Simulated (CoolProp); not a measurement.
Vapour-liquid equilibrium of methanol (1) + dimethyl carbonate (2) at 467.1 K; x and y are mole fractions of (1).

Model: multi-fluid Helmholtz-energy mixture model, de Reuck 1993 and Zhou 2011; pair parameters Bell 2016, in CoolProp.

Question: Give the bubble pressure and the first vapour's composition at x = 0.275, 0.8, 0.95. Is there an azeotrope?

Answer: x = 0.275: 21.73 bar, y = 0.501; x = 0.8: 33.15 bar, y = 0.857; x = 0.95: 35.31 bar, y = 0.960. No azeotrope shows between x = 0.05 and 0.95.

The pair parameters rest on a limited set of measurements; away from them the model extrapolates.
